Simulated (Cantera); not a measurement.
An adiabatic, constant-volume homogeneous reactor starts with H2 : O2 : N2 = 1 : 0.521 : 2.76 (molar parts), at 1725 K and 1.60 bar.

Detailed kinetics in Cantera: GRI-Mech 3.0 (53 species, 325 reactions).

x: mole fraction; the columns are a selection and need not sum to one.

```json
[
 {"t (s)": "7.00e-6", "T (K)": "1983", "P (bar)": "1.82", "x H2": "0.0499", "x O2": "0.0318", "x HO2": "1.94e-5", "x H": "0.0828", "x H2O2": "8.97e-7", "x NO": "1.30e-5", "x NO2": "1.64e-9"},
 {"t (s)": "2.06e-5", "T (K)": "2585", "P (bar)": "2.28", "x H2": "0.0481", "x O2": "0.0231", "x HO2": "9.50e-6", "x H": "0.0401", "x H2O2": "3.52e-7", "x NO": "0.000169", "x NO2": "2.65e-8"},
 {"t (s)": "6.08e-5", "T (K)": "2960", "P (bar)": "2.54", "x H2": "0.0394", "x O2": "0.0171", "x HO2": "1.05e-5", "x H": "0.0194", "x H2O2": "6.21e-7", "x NO": "0.00156", "x NO2": "4.02e-7"},
 {"t (s)": "0.000179", "T (K)": "2974", "P (bar)": "2.55", "x H2": "0.0395", "x O2": "___", "x HO2": "9.94e-6", "x H": "0.0183", "x H2O2": "6.28e-7", "x NO": "___", "x NO2": "___"},
 {"t (s)": "0.000528", "T (K)": "2967", "P (bar)": "2.54", "x H2": "0.0403", "x O2": "0.0141", "x HO2": "9.14e-6", "x H": "0.0181", "x H2O2": "5.92e-7", "x NO": "0.0104", "x NO2": "2.54e-6"},
 {"t (s)": "0.00156", "T (K)": "2966", "P (bar)": "2.54", "x H2": "0.0404", "x O2": "0.0139", "x HO2": "9.03e-6", "x H": "0.0180", "x H2O2": "5.87e-7", "x NO": "0.0111", "x NO2": "2.69e-6"},
 {"t (s)": "0.00458", "T (K)": "2966", "P (bar)": "2.54", "x H2": "0.0404", "x O2": "0.0139", "x HO2": "9.03e-6", "x H": "0.0180", "x H2O2": "5.87e-7", "x NO": "0.0111", "x NO2": "2.69e-6"},
 {"t (s)": "0.0135", "T (K)": "2966", "P (bar)": "2.54", "x H2": "0.0404", "x O2": "0.0139", "x HO2": "9.03e-6", "x H": "0.0180", "x H2O2": "5.87e-7", "x NO": "0.0111", "x NO2": "2.69e-6"},
 {"t (s)": "0.0398", "T (K)": "2966", "P (bar)": "2.54", "x H2": "0.0404", "x O2": "0.0139", "x HO2": "9.03e-6", "x H": "0.0180", "x H2O2": "5.87e-7", "x NO": "0.0111", "x NO2": "2.69e-6"},
 {"t (s)": "0.117", "T (K)": "2966", "P (bar)": "2.54", "x H2": "0.0404", "x O2": "0.0139", "x HO2": "9.03e-6", "x H": "0.0180", "x H2O2": "5.87e-7", "x NO": "0.0111", "x NO2": "2.69e-6"},
 {"t (s)": "0.346", "T (K)": "2966", "P (bar)": "2.54", "x H2": "0.0404", "x O2": "0.0139", "x HO2": "9.03e-6", "x H": "0.0180", "x H2O2": "5.87e-7", "x NO": "0.0111", "x NO2": "2.69e-6"},
 {"t (s)": "1.02", "T (K)": "2966", "P (bar)": "2.54", "x H2": "0.0404", "x O2": "0.0139", "x HO2": "9.03e-6", "x H": "0.0180", "x H2O2": "5.87e-7", "x NO": "0.0111", "x NO2": "2.69e-6"},
 {"t (s)": "3.00", "T (K)": "2966", "P (bar)": "2.54", "x H2": "0.0404", "x O2": "0.0139", "x HO2": "9.03e-6", "x H": "0.0180", "x H2O2": "5.87e-7", "x NO": "0.0111", "x NO2": "2.69e-6"}
]
```

**Question.** What belongs in the gaps?

**Answer.** 
- 0.000179, x O2: 0.0155
- 0.000179, x NO: 0.00585
- 0.000179, x NO2: 1.49e-6
